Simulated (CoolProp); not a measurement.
Aqueous potassium acetate as a coolant, 31 % by mass, freezing at -24.7 °C, 1 atm.

Computed with CoolProp (Melinder's fits for secondary coolants).

| T (°C) | cp (kJ/(kg K)) | Prandtl number | conductivity (W/(m K)) | viscosity (mPa s) |
|---|---|---|---|---|
| -21.4 | 3.115 | 78.4 | 0.445 | 11.2 |
| -14.6 | 3.130 | 54.8 | 0.454 | 7.94 |
| -7.9 | 3.144 | 40.1 | 0.462 | 5.89 |
| -1.1 | 3.158 | 30.3 | 0.471 | 4.51 |
| 5.6 | 3.172 | 23.7 | 0.479 | 3.58 |
| 12.4 | 3.186 | 19.0 | 0.488 | 2.91 |
| 19.2 | 3.200 | 15.6 | 0.496 | 2.42 |
| 25.9 | 3.214 | 13.1 | 0.505 | 2.06 |
| 32.7 | 3.230 | 11.1 | 0.513 | 1.77 |
